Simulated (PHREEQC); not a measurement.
# Alkaline etch or developer (model solution)

Dissolve 2.5 mmol/kgw KOH and 0.2 mmol/kgw NaAlO2 at 30 °C. Closed to the air; pH follows from the charge balance.

Computed with PHREEQC (ion-association model, phreeqc.dat).

No solid was allowed to form.

**Question.** What pH, ionic strength does the model give?

**Answer.** pH 11.21; ionic strength 0.00270 mol/kgw.
